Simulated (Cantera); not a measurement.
Input: 1 mol CuO, 0.71 mol CH4, 0.1 mol N2, held at 18.0 mbar.

Equilibrium computed with Cantera from the NASA thermochemical tables; the gas is ideal and each condensed phase is pure. Candidate condensed phases: C, C6H6, C7H8, C8H18, Cu, CuO, Cu(OH)2, Cu2O, H2O; 139 gas species. Rates play no part.

x: gas mole fraction; n: condensed amount in mol.

```csv
T (K),x H2,x CO,x H2O,x Cu,x N2,x CO2,n Cu(s),n Cu(l)
1250,0.540,0.286,0.0972,2.58e-6,0.0448,0.0329,1.000,0
1350,0.535,0.290,0.102,[?],0.0448,[?],1.000,0
1450,0.531,0.294,0.105,[?],0.0448,[?],0,1.000
1550,0.528,0.296,0.108,0.00103,0.0448,0.0217,0,0.998
1650,0.524,0.297,0.110,0.00451,0.0446,0.0194,0,0.990
1750,0.515,0.295,0.110,0.0166,0.0441,0.0175,0,0.962
1850,0.493,0.286,0.107,0.0528,0.0424,0.0155,0,0.875
```

Problem. Complete the blanks.

Solution. 
- 1350, x Cu: 2.72e-5
- 1350, x CO2: 0.0281
- 1450, x Cu: 0.000191
- 1450, x CO2: 0.0245
